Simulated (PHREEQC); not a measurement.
0.68 g of hydrous ferric oxide (600 m²/g; 0.2 weak and 0.005 strong sites per Fe, Dzombak-Morel constants, diffuse double layer) in 1 kg of water with 0.001 mol/kgw of an inert sodium salt and 2.1e-06 mol/kgw ZnSO4, at 25 °C; the pH is set by adding NaOH or the inert anion's acid. Oxygen alone is held at its pressure in air (log pO2 = -0.68). The system is closed to CO2. No solid was allowed to form.

The series has 17 steps of pH, from 4 to 10.

All values are PHREEQC results (ion-association model, wateq4f.dat), not measurements.

### Question
Near which pH is half of the S sorbed, and on which side is more sorbed?

### Answer
Near pH 7.0, with more sorbed at lower pH.

### Question
Near which pH is half of the Zn sorbed, and on which side is more sorbed?

### Answer
Near pH 5.8, with more sorbed at higher pH.
